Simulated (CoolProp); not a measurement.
Computed with CoolProp (reference Helmholtz-energy equation of state, Lemmon 2016).

Q: For R227EA, give the phase and the cv (kJ/(kg K)), Joule-Thomson coefficient (K/MPa), isothermal compressibility (1/MPa) at 133.85 °C and 315 kPa; 133.85 °C and 2150 kPa.

A: 
- 133.85 °C and 315 kPa: gas; cv 0.912, Joule-Thomson coefficient 6.79, isothermal compressibility 3.27
- 133.85 °C and 2150 kPa: gas; cv 0.944, Joule-Thomson coefficient 8.46, isothermal compressibility 0.609
